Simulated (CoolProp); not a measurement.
The fluid at 470.42 K and 0.133 MPa expands adiabatically to 0.0157 MPa with isentropic efficiency 0.8. The same conditions are run with several fluids, on thermodynamics alone (safety and materials aside).

Values from CoolProp's reference Helmholtz-energy equation of state of each fluid (R404A: Lemmon 2003; water: Wagner 2002; CF4 (R14): Platzer 1990; n-pentane: Thol 2019; n-perfluoropentane: Gao 2022). The equations of Platzer and Polt are older, rougher fits. Blends and air are pseudo-pure fits.

```csv
fluid,work (kJ/kg),final temperature (K),final phase,final density (kg/m³)
R404A,63.0,412.4,gas,0.447
water,294,328.1,"two-phase, vapour fraction 0.989",0.105
CF4 (R14),67.6,390.8,gas,0.425
n-pentane,87.3,432.1,gas,0.316
n-perfluoropentane,22.4,447.6,gas,1.22
```
